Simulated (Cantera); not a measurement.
An isothermal, constant-pressure homogeneous reactor starts with NO : N2 = 1 : 0.17 (molar parts), at 1523 K and 0.0355 atm. Integrator tolerance rtol = 1e-08.

Model: GRI-Mech 3.0 (53 species, 325 reactions), integrated in Cantera. Radical loss at walls, strong at low pressure, is not modelled.

What does this change do: pressure from 0.0355 atm to 0.474 atm?


| quantity | before | after |
|---|---|---|
| x(NO) at 10.0 s | 0.848 (gas-phase equilibrium 0.00167) | 0.775 (gas-phase equilibrium 0.00167) |
| x(NO2) at 10.0 s | 0.000123 (gas-phase equilibrium 2.25e-6) | 0.00118 (gas-phase equilibrium 8.20e-6) |
| x(N2) at 10.0 s | 0.148 (gas-phase equilibrium 0.572) | 0.185 (gas-phase equilibrium 0.572) |
| x(O) at 10.0 s | 3.36e-6 (gas-phase equilibrium 1.91e-5) | 1.71e-6 (gas-phase equilibrium 5.23e-6) |
| x(O2) at 10.0 s | 0.00308 (gas-phase equilibrium 0.427) | 0.0387 (gas-phase equilibrium 0.427) |
| x(N2O) at 10.0 s | 0.000228 (gas-phase equilibrium 1.64e-8) | 0.000199 (gas-phase equilibrium 5.99e-8) |
